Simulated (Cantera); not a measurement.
Input (Python, Cantera) and output of one run.

```python
import numpy as np
import cantera as ct

gas_names = [...]  # 118 gases of nasa_gas.yaml made of C, Cl, F, H
cond_names = """
    C(gr) C6H6(L) C7H8(L) C8H18(L),n-octa
""".split()


# ... load() reads the species with a 1 bar reference pressure and builds the phases ...
atoms = {
    'CHF3': {'C': 1, 'H': 1, 'F': 3},
    'HCl': {'H': 1, 'CL': 1},
}
top_T = {'C(gr)': 4500}  # K; cautious upper limits of use, not melting points


# ... equilibrate(T, P, feed) seeds the gas with the atoms and calls Mixture.equilibrate('TP', solver="vcs", rtol=1e-11, max_steps=5000) ...
results = []
feed = {'CHF3': 1, 'HCl': 0.042}  # mol
P = 1000  # Pa
for T in [773, 823, 873, 923, 973, 1023, 1073, 1123, 1173, 1223, 1273, 1323]:
    mix = equilibrate(T, P, feed)
    results.append((T, P, feed, dict(zip(mix.species_names, mix.species_moles))))

top = {s: max(r[3][s] / sum(r[3][g] for g in gas_names) for r in results) for s in gas_names}
cols = sorted((s for s in top if top[s] > 0.001), key=lambda s: -top[s])[:7]
seen = [c for c in cond_names if any(r[3].get(c, 0) > 1e-12 for r in results)]
print("log10 of partial pressures in bar; condensed amounts in mol")
print(f"{'T/K':>10s}" + "".join(f"{s[:9]:>10s}" for s in cols + seen))
for T, P, feed, n in results:
    ng = sum(n[g] for g in gas_names)
    print(f"{T:10.4g}" + "".join(f"{np.log10(max(n[s] / ng * P / 1e5, 1e-99)):10.3f}" for s in cols)
          + "".join(f"{n.get(c, 0):10.4g}" for c in seen))
```

Output:

```
log10 of partial pressures in bar; condensed amounts in mol
       T/K        HF       CF4       HCL        CL       CL2     C(gr)
       773    -2.188    -2.489    -3.566    -9.053    -7.485       0.5
       823    -2.188    -2.489    -3.567    -8.327    -7.046       0.5
       873    -2.188    -2.489    -3.568    -7.683    -6.660       0.5
       923    -2.188    -2.489    -3.569    -7.110    -6.317       0.5
       973    -2.188    -2.490    -3.572    -6.597    -6.013    0.5001
      1023    -2.188    -2.490    -3.577    -6.136    -5.743    0.5002
      1073    -2.187    -2.490    -3.585    -5.722    -5.506    0.5003
      1123    -2.187    -2.491    -3.597    -5.349    -5.302    0.5006
      1173    -2.187    -2.491    -3.617    -5.017    -5.132    0.5009
      1223    -2.186    -2.492    -3.645    -4.723    -5.000    0.5015
      1273    -2.185    -2.493    -3.687    -4.468    -4.909    0.5023
      1323    -2.184    -2.495    -3.745    -4.251    -4.864    0.5032
```

These are equilibrium values from Cantera (NASA tables, ideal gas, pure condensed phases), not measurements of a reactor. Condensed phases not in the tables: fluorocarbon polymer. Gases not in the tables: C2F6 and larger saturated fluorocarbons.
